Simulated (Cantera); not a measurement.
## Equilibrium for carbothermic reduction: Fe3O4 + C + CO + CH4

A closed system holds: 1 mol Fe3O4, 1.4 mol C, 0.65 mol CO, 0.83 mol CH4, at 0.00133 bar.

Method: chemical equilibrium by Gibbs-energy minimisation in Cantera with the NASA 1993 tables (ideal gas, pure condensed phases). Candidate condensed phases: C, C6H6, C7H8, C8H18, Fe, Fe(CO)5, FeO, Fe(OH)2, Fe(OH)3, Fe2O3, Fe3O4, H2O; 114 gas species. Each liquid is taken as pure. Mutual solubility and eutectic melting of coexisting phases are not modelled. The tables' stoichiometric FeO is somewhat more stable than real wüstite, so its field is too wide. FeO: taken at fixed stoichiometry. Rates play no part.

At 1100 K the condensed part is Fe(α) + FeO(s). From 1200 K to 1600 K the condensed part is Fe(γ) + FeO(s). From 1700 K to 1800 K the condensed part is Fe(δ) + FeO(l). From 1900 K to 2000 K the condensed part is Fe(l) + FeO(l). At 2100 K the condensed part is FeO(l). At 2200 K nothing is condensed.

| T (K) | log p CO | log p Fe | log p H2 | log p H2O | log p CO2 | log p H | log p FeO | log p OH | n Fe(α) | n FeO(s) | n Fe(γ) | n Fe(δ) | n FeO(l) | n Fe(l) |
|---|---|---|---|---|---|---|---|---|---|---|---|---|---|---|
| 1100 | -3.16 | -11.90 | -3.40 | -4.05 | -3.81 | -9.29 | <-14 | -12.28 | 2.06 | 0.938 | 0 | 0 | 0 | 0 |
| 1200 | -3.15 | -10.30 | -3.42 | -3.98 | -3.85 | -8.41 | -13.96 | -11.07 | 0 | 0.926 | 2.07 | 0 | 0 | 0 |
| 1300 | -3.15 | -8.96 | -3.44 | -3.92 | -3.88 | -7.67 | -12.28 | -10.04 | 0 | 0.909 | 2.09 | 0 | 0 | 0 |
| 1400 | -3.14 | -7.81 | -3.45 | -3.88 | -3.90 | -7.04 | -10.84 | -9.17 | 0 | 0.893 | 2.11 | 0 | 0 | 0 |
| 1500 | -3.14 | -6.82 | -3.46 | -3.84 | -3.93 | -6.49 | -9.60 | -8.41 | 0 | 0.879 | 2.12 | 0 | 0 | 0 |
| 1600 | -3.13 | -5.96 | -3.48 | -3.82 | -3.95 | -6.00 | -8.52 | -7.75 | 0 | 0.868 | 2.13 | 0 | 0 | 0 |
| 1700 | -3.13 | -5.20 | -3.48 | -3.81 | -3.99 | -5.57 | -7.60 | -7.19 | 0 | 0 | 0 | 2.08 | 0.894 | 0 |
| 1800 | -3.13 | -4.53 | -3.49 | -3.83 | -4.06 | -5.19 | -6.80 | -6.71 | 0 | 0 | 0 | 1.95 | 0.946 | 0 |
| 1900 | -3.16 | -3.95 | -3.52 | -3.86 | -4.12 | -4.86 | -6.10 | -6.28 | 0 | 0 | 0 | 0 | 0.964 | 1.62 |
| 2000 | -3.26 | -3.44 | -3.64 | -3.97 | -4.25 | -4.61 | -5.47 | -5.94 | 0 | 0 | 0 | 0 | 0.969 | 0.276 |
| 2100 | -3.36 | -3.33 | -3.87 | -3.84 | -4.03 | -4.44 | -4.90 | -5.33 | 0 | 0 | 0 | 0 | 0.352 | 0 |
| 2200 | -3.41 | -3.31 | -4.00 | -3.82 | -3.96 | -4.25 | -4.65 | -4.93 | 0 | 0 | 0 | 0 | 0 | 0 |
log p: log10 of the partial pressure in bar; n: condensed amount in mol.
